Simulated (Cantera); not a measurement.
A closed system holds: 1 mol Nb₂O₅, 14 mol H₂, at 17.0 Pa.

Cantera equilibrium calculation (NASA polynomials, part measured and part estimated; ideal gas, pure solids and liquids). Candidate condensed phases: H₂O, Nb, NbO, NbO₂, Nb₂O₅; 12 gas species. Condensed phases not in the tables: the oxides between NbO₂ and Nb₂O₅. Rates play no part.

log p: log10 of the partial pressure in bar; n: condensed amount in mol.

| T (K) | log p H₂ | log p H₂O | log p H | log p NbO₂ | n NbO₂(s) |
|---|---|---|---|---|---|
| 1550 | -3.80 | -4.92 | -6.40 | -9.58 | 2.00 |
| 1575 | -3.80 | -4.92 | -6.28 | -9.28 | 2.00 |
| 1600 | -3.80 | -4.92 | -6.17 | -8.99 | 2.00 |
| 1625 | -3.80 | -4.92 | -6.05 | -8.71 | 2.00 |
| 1650 | -3.80 | -4.92 | -5.94 | -8.44 | 2.00 |
| 1675 | -3.81 | -4.92 | [?] | [?] | 2.00 |
| 1700 | -3.81 | -4.92 | -5.73 | -7.92 | 2.00 |
| 1725 | -3.81 | -4.92 | [?] | [?] | 2.00 |
| 1750 | -3.81 | -4.92 | -5.54 | -7.43 | 2.00 |
| 1775 | -3.81 | -4.92 | -5.44 | -7.20 | 1.99 |
| 1800 | -3.81 | -4.92 | -5.35 | -6.97 | 1.99 |
| 1825 | -3.82 | -4.92 | -5.26 | -6.75 | 1.99 |
| 1850 | -3.82 | -4.93 | -5.18 | -6.54 | 1.98 |
| 1875 | -3.82 | -4.93 | -5.10 | -6.33 | 1.96 |

Question: Complete the blanks.

Answer: 
- 1725, log p H: -5.64
- 1725, log p NbO₂: -7.67
- 1675, log p H: -5.84
- 1675, log p NbO₂: -8.18
